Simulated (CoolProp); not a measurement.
The fluid at 293.15 K and 0.372 MPa flows at 4.8 m/s in a round tube of 50 mm bore and 45 µm roughness, fully developed (64/Re and Nu = 3.66 if laminar; Colebrook and Gnielinski if turbulent). The same conditions are run with several fluids, on thermodynamics alone (safety and materials aside).

Computed with CoolProp (reference Helmholtz-energy equation of state of each fluid (toluene: Lemmon 2006; n-heptane: Span 2003; p-xylene: Zhou 2012; n-butane: Bücker 2006; R123: Younglove 1994)).

| fluid | Reynolds number | Darcy friction factor | pressure drop (Pa/m) | heat-transfer coefficient (W/(m² K)) | mass flow (kg/h) |
|---|---|---|---|---|---|
| toluene | 354000 | 0.0200 | 4000 | 6240 | 29400 |
| n-heptane | 397000 | 0.0199 | 3140 | 6530 | 23200 |
| p-xylene | 320000 | 0.0201 | 3990 | 5810 | 29200 |
| n-butane | 834000 | 0.0195 | 2610 | 8650 | 19600 |
| R123 | 798000 | 0.0196 | 6660 | 7330 | 50100 |

Transport values come from each fluid's own correlations.
